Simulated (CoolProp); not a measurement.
Values from CoolProp's reference Helmholtz-energy equation of state, Lemmon 2016.

Q: For R365MFC, give the phase and the cp (kJ/(kg K)), Joule-Thomson coefficient (K/MPa) at 442.5 K and 1.6 bar; 458.9 K and 1.6 bar; 467.1 K and 1.6 bar.

A: 
- 442.5 K and 1.6 bar: gas; cp 1.24, Joule-Thomson coefficient 8.33
- 458.9 K and 1.6 bar: gas; cp 1.27, Joule-Thomson coefficient 7.49
- 467.1 K and 1.6 bar: gas; cp 1.28, Joule-Thomson coefficient 7.14
